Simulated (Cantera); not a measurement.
A freely propagating, adiabatic, planar premixed flame of H2 : O2 : N2 = 1 : 0.833 : 3.13 (molar parts), equivalence ratio 0.60, unburnt at 375 K and 428 Torr; mixture-averaged transport, grid criteria slope 0.08 and curve 0.16, no radiation.

Computed with Cantera and the H2/O2 subset of GRI-Mech 3.0, which has no nitrogen chemistry. Burning velocities carry a grid error of a few per cent, more on coarse grids. Lean hydrogen flames are cellular in practice and burn faster than this planar one.

Question: What does this change do: inlet temperature 375 to 500 K?

Answer: 
| quantity | before | after |
|---|---|---|
| laminar burning velocity | 149 cm/s | 293 cm/s |
| thermal thickness | 0.737 mm | 0.826 mm |
| peak x(H) | 0.0153 | 0.0226 |
| peak x(H2O2) | 5.28e-5 | 2.36e-5 |
| peak x(OH) | 0.00848 | 0.0106 |
